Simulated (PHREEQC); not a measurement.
Solution (25 °C): 72 mmol/kgw HNO3, 1.1 mmol/kgw CaCl2 and 2.1 mmol/kgw KCl. Closed to the air; pH follows from the charge balance.

Equilibrium calculation in PHREEQC: ion-association model, wateq4f.dat.

This is a speciation only: nothing precipitates in the calculation.

Task: Predict the pH.

Result: pH 1.22.
